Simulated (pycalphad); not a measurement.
Computed with pycalphad from the COST 507 light-alloy database (1999), at 1 atm. The data set is of 1999 and partly superseded. Amounts are mole fractions of atoms. Diffusion is slow at the low end, where real alloys seldom reach equilibrium.

Give the equilibrium state of Zr-1.31Si (at.%) at 800 K.


```
T = 800.00 K, P = 101325 Pa, N = 1 mol of atoms
G = -41947 J/mol, H = 11157 J/mol, S = 66.38 J/(mol K)  (SER reference)
chemical potentials (J/mol): Zr -39276, Si -243117
phase             fraction      x(Zr)      x(Si)
HCP_A3              0.9476     1.0000      1e-14
SIZR3               0.0524     0.7500     0.2500
```

Give the equilibrium state of Zr-1.31Si (at.%) at 1900 K.

BCC_A2, fraction 0.806, with <0.01 Si at.%; LIQUID, fraction 0.194, with 6.8 Si at.%.

Database names, with the compositions (at.%) that they take in these runs: SIZR3: Zr 75 Si 25. BCC_A2 is bcc; HCP_A3 is hcp.
